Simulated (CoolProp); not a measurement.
n-perfluorobutane at 405.26 K and 0.382 MPa is throttled through a valve to 0.076 MPa with no heat exchange. Each further row changes one setting.

Model: reference Helmholtz-energy equation of state, Gao 2022, in CoolProp.

```json
[
 {"case": "as stated", "temperature change (K)": "-2.0", "final density (kg/m³)": "?"},
 {"case": "outlet pressure 0.0228 MPa", "temperature change (K)": "-2.3", "final density (kg/m³)": "?"},
 {"case": "outlet pressure 0.0988 MPa", "temperature change (K)": "?", "final density (kg/m³)": "7.10"}
]
```

Fill in the missing entries.


- as stated, final density (kg/m³): 5.44
- outlet pressure 0.0228 MPa, final density (kg/m³): 1.62
- outlet pressure 0.0988 MPa, temperature change (K): -1.9
